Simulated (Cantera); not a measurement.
Input: 1 mol Cu2O, 16 mol H2, 1.2 mol H2O, equilibrated at 1473.15 K and 1.00 bar.

Equilibrium computed with Cantera from the NASA thermochemical tables; the gas is ideal and each condensed phase is pure. Candidate condensed phases: Cu, CuO, Cu(OH)2, Cu2O, H2O; 12 gas species. Equilibrium is a limit: real reactors are often held back by kinetics, nucleation or transport.

Base state: H2 0.872, H2O 0.128, H 1.18e-5 (mole fractions); condensed: Cu(l).

What changes in the equilibrium state with this change: Cu2O replaced by V2O3?


```
species        before    after
------------  -------  -------
H2              0.872    0.930
H2O             0.128   0.0698
H             1.18e-5  1.22e-5
Cu(l), mol       2.00        0
V2O3(s), mol        0     1.00
```
Condensed phases not in the tables: the oxides between V2O3 and V2O5 other than VO2. Further candidate phases: V, VO, V2O3, V2O4, V2O5.

What changes in the equilibrium state with this change: Cu2O replaced by Al2O3?


```csv
species,before,after
H2,0.872,0.930
H2O,0.128,0.0698
H,1.18e-5,1.22e-5
"Cu(l), mol",2.00,0
"Al2O3(s), mol",0,1.00
```
Gases not in the tables: Al(OH)3. Further candidate phases: Al, Al2O3.
